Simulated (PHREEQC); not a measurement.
A solution holds 0.044 mol NaOH and 0.019 mol K2SiO3 per kg of water, at 25 °C and 100 atm. Closed to the air; pH follows from the charge balance.

All values are PHREEQC results (ion-association model, phreeqc.dat), not measurements.

No solid was allowed to form.

Question: What pH does the model give?

Answer: pH 12.59.

Question: In which forms is Si present?

Answer: H3SiO4- 63 %, H2SiO4-2 37 % of the Si.

Under pressure, the constants of complexes without a molar volume in the database are unreliable.
